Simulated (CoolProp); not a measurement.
Sulfur dioxide along the isotherm 257.2 K: fugacity coefficient from the reference equation and from simpler models built on Tc = 430.6 K, pc = 7.887 MPa, ω = 0.256; each cubic takes its own stable root.

The numbers come from the reference Helmholtz-energy equation of state, Gao 2016 in CoolProp.

| p (MPa) | phase | reference |
|---|---|---|
| 0.0374 | gas | 0.9891 |
| 0.0564 | gas | 0.9836 |
| 0.0851 | liquid | 0.8865 |
| 0.128 | liquid | 0.5899 |
| 0.194 | liquid | 0.3897 |
| 0.292 | liquid | 0.2594 |
| 0.441 | liquid | 0.1723 |
| 0.665 | liquid | 0.1148 |
| 1 | liquid | 0.07685 |
| 1.51 | liquid | 0.05142 |
| 2.28 | liquid | 0.03459 |
| 3.45 | liquid | 0.02341 |
| 5.2 | liquid | 0.01609 |
| 7.84 | liquid | 0.01125 |
| 11.8 | liquid | 0.008097 |

Q: How far does each simpler model (Redlich-Kwong, Peng-Robinson) lie from the reference over these 15 states: mean and median of the absolute difference, and the worst?

A: 
- Redlich-Kwong: mean 78.5 %, median 98.3 %, worst +105.1 % at 257.2 K and 11.8 MPa
- Peng-Robinson: mean 1.7 %, median 1.9 %, worst +2.0 % at 257.2 K and 0.0851 MPa

At some of these states Redlich-Kwong gives the other phase, because its saturation line lies elsewhere.
